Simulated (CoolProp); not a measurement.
Vapour-liquid equilibrium of R113 (1) + n-hexane (2) at 177.55 °C; x and y are mole fractions of (1).

The numbers come from the multi-fluid Helmholtz-energy mixture model, Marx 1992 and Thol 2019; pair parameters Bell 2016 in CoolProp.

Problem. Give the bubble pressure and the first vapour's composition at x = 0.15, 0.85, 0.95. Is there an azeotrope?

Solution. x = 0.15: 13.91 bar, y = 0.205; x = 0.85: 18.78 bar, y = 0.871; x = 0.95: 19.27 bar, y = 0.956. No azeotrope shows between x = 0.05 and 0.95.

Pair parameters are fitted to limited data, so mixtures are less certain than the pure fluids.
